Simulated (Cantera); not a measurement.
Cantera with NASA thermochemical tables; ideal gases at 1 bar, condensed phases pure. Values are per mole of reaction as written; species without (g) are pure solids or liquids, kept so even where they would boil at 1 bar.

H(g) + KCl → HCl(g) + K, with ΔH° = 126.4 kJ and ΔS° = 54.2 J/K at 300 K.

How far is the shortcut ΔG° ≈ ΔH°(300 K) − T·ΔS°(300 K) from the full temperature-dependent value at 498, 598, 698, 798, 898, 998, 1098, 1198, 1298, 1398 K?


| T (K) | shortcut (kJ) | full (kJ) | difference (kJ) | difference in log10 K | condensed phases |
|---|---|---|---|---|---|
| 498 | 99.4 | 98.9 | 0.4 | -0.04 | KCl(s), K(l) |
| 598 | 93.9 | 93.7 | 0.3 | -0.02 | KCl(s), K(l) |
| 698 | 88.5 | 88.7 | -0.1 | 0.01 | KCl(s), K(l) |
| 798 | 83.1 | 83.9 | -0.8 | 0.06 | KCl(s), K(l) |
| 898 | 77.7 | 79.5 | -1.8 | 0.10 | KCl(s), K(l) |
| 998 | 72.3 | 75.3 | -3.0 | 0.16 | KCl(s), K(l) |
| 1098 | 66.8 | 72.7 | -5.8 | 0.28 | KCl(l), K(l) |
| 1198 | 61.4 | 71.5 | -10.1 | 0.44 | KCl(l), K(l) |
| 1298 | 56.0 | 70.6 | -14.6 | 0.59 | KCl(l), K(l) |
| 1398 | 50.6 | 69.8 | -19.3 | 0.72 | KCl(l), K(l) |
The shortcut ignores heat capacities and the phase changes listed.
